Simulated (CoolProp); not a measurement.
Vapour-liquid equilibrium of toluene (1) + o-xylene (2) at 82.7 kPa; x and y are mole fractions of (1).

Values from CoolProp's multi-fluid Helmholtz-energy mixture model, Lemmon 2006 and Zhou 2012; pair parameters Bell 2016.

```csv
x,bubble temperature (°C),y at the bubble point,dew temperature at overall composition x (°C),liquid density (mol/L)
0.05,134.5,0.109,135.8,7.377
0.125,131.0,0.253,134.1,7.468
0.2,127.7,0.378,132.3,7.558
0.275,124.6,0.484,130.5,7.649
0.35,121.7,0.575,128.5,7.739
0.425,119.1,0.653,126.4,7.829
0.5,116.5,0.720,124.2,7.919
0.575,114.2,0.778,121.8,8.010
0.65,112.1,0.828,119.2,8.100
0.725,110.0,0.873,116.4,8.191
0.8,108.1,0.912,113.3,8.283
0.875,106.4,0.948,109.9,8.376
0.95,104.7,0.980,106.2,8.470
```

No azeotrope shows between x = 0.05 and 0.95.

Pair parameters are fitted to limited data, so mixtures are less certain than the pure fluids.
